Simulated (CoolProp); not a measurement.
Vapour-liquid equilibrium of benzene (1) + m-xylene (2) at 430.2 K; x and y are mole fractions of (1).

The numbers come from the multi-fluid Helmholtz-energy mixture model, Thol 2012 and Zhou 2012; pair parameters Bell 2016 in CoolProp.

```
x     bubble pressure (MPa)  y at the bubble point  dew pressure at overall composition x (MPa)  liquid density (mol/L)
----  ---------------------  ---------------------  -------------------------------------------  ----------------------
0.05                 0.1849                  0.168                                       0.1670                   7.031
0.2                  0.2579                  0.483                                       0.1905                   7.312
0.35                 0.3310                  0.662                                            …                   7.613
0.5                  0.4054                      …                                            …                   7.938
0.65                 0.4819                  0.867                                       0.3247                   8.288
0.8                  0.5610                  0.933                                       0.4199                   8.666
0.95                 0.6428                  0.985                                       0.5855                   9.075
```

### Question
Fill in the missing entries.

### Answer

- 0.35, dew pressure at overall composition x (MPa): 0.2213
- 0.5, y at the bubble point: 0.782
- 0.5, dew pressure at overall composition x (MPa): 0.2636

No azeotrope shows between x = 0.05 and 0.95.

Pair parameters are fitted to limited data, so mixtures are less certain than the pure fluids.
